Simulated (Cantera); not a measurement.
Cantera run, input and output.

```python
import numpy as np
import cantera as ct

gas = ct.Solution("h2o2.yaml")
gas.TPX = 1525, 39000, {'H2': 1, 'O2': 1.06, 'N2': 4}
reactor = ct.IdealGasConstPressureReactor(gas, energy="on", clone=False)
net = ct.ReactorNet([reactor])
net.rtol, net.atol = 1e-08, 1e-16
show = ['H2', 'O2', 'H', 'OH', 'H2O', 'O']
times = np.geomspace(6e-06, 0.6, 16)

steps = ct.SolutionArray(gas, extra=["t"])
rows = []
print(f"{'t/s':>10s}{'T/K':>9s}{'P/Pa':>11s}" + "".join(f"{s:>11s}" for s in show))
for t in times:
    while net.time < t:
        t_next = net.step()
        steps.append(gas.state, t=t_next)
    rows.append([np.interp(t, steps.t, y) for y in (steps.T, steps.P, *steps(*show).X.T)])
    print(f"{t:10.3e}{rows[-1][0]:9.1f}{rows[-1][1]:11.4g}" + "".join(f"{x:11.3e}" for x in rows[-1][2:]))
rate = np.gradient(steps.T, steps.t)
print("integrator steps:", len(steps.t))
if steps.T.max() > steps.T[0] + 200:
    print(f"time of steepest temperature rise: {steps.t[rate.argmax()]:.4e} s")
gas.TPX = 1525, 39000, {'H2': 1, 'O2': 1.06, 'N2': 4}
gas.equilibrate("HP")
print(f"equilibrium (HP): T = {gas.T:.1f} K  " + "  ".join(f"{s} {gas[s].X[0]:.3e}" for s in show))
```

Output:

```
       t/s      T/K       P/Pa         H2         O2          H         OH        H2O          O
 6.000e-06   1525.0    3.9e+04  1.650e-01  1.749e-01  1.747e-06  4.050e-07  1.632e-06  4.553e-07
 1.293e-05   1525.0    3.9e+04  1.650e-01  1.749e-01  3.483e-05  8.309e-06  4.337e-05  9.368e-06
 2.785e-05   1534.9    3.9e+04  1.354e-01  1.608e-01  1.527e-02  3.735e-03  2.017e-02  4.448e-03
 6.000e-05   1726.2    3.9e+04  1.943e-02  9.419e-02  5.153e-02  1.682e-02  1.136e-01  3.563e-02
 1.293e-04   1940.4    3.9e+04  1.779e-02  9.217e-02  3.392e-02  2.123e-02  1.246e-01  3.019e-02
 2.785e-04   2156.8    3.9e+04  1.427e-02  9.154e-02  1.900e-02  2.385e-02  1.372e-01  2.241e-02
 6.000e-04   2349.0    3.9e+04  9.519e-03  9.238e-02  8.533e-03  2.315e-02  1.502e-01  1.405e-02
 1.293e-03   2471.4    3.9e+04  5.766e-03  9.391e-02  3.599e-03  1.995e-02  1.597e-01  8.233e-03
 2.785e-03   2495.8    3.9e+04  4.966e-03  9.436e-02  2.818e-03  1.889e-02  1.617e-01  7.053e-03
 6.000e-03   2496.2    3.9e+04  4.954e-03  9.436e-02  2.808e-03  1.888e-02  1.617e-01  7.036e-03
 1.293e-02   2496.2    3.9e+04  4.954e-03  9.436e-02  2.808e-03  1.888e-02  1.617e-01  7.036e-03
 2.785e-02   2496.2    3.9e+04  4.954e-03  9.436e-02  2.808e-03  1.888e-02  1.617e-01  7.036e-03
 6.000e-02   2496.2    3.9e+04  4.954e-03  9.436e-02  2.808e-03  1.888e-02  1.617e-01  7.036e-03
 1.293e-01   2496.2    3.9e+04  4.954e-03  9.436e-02  2.808e-03  1.888e-02  1.617e-01  7.036e-03
 2.785e-01   2496.2    3.9e+04  4.954e-03  9.436e-02  2.808e-03  1.888e-02  1.617e-01  7.036e-03
 6.000e-01   2496.2    3.9e+04  4.954e-03  9.436e-02  2.808e-03  1.888e-02  1.617e-01  7.036e-03
integrator steps: 1150
time of steepest temperature rise: 3.3434e-05 s
equilibrium (HP): T = 2496.2 K  H2 4.954e-03  O2 9.436e-02  H 2.808e-03  OH 1.888e-02  H2O 1.617e-01  O 7.036e-03
```

Model: the H2/O2 subset of GRI-Mech 3.0, which has no nitrogen chemistry, integrated in Cantera.
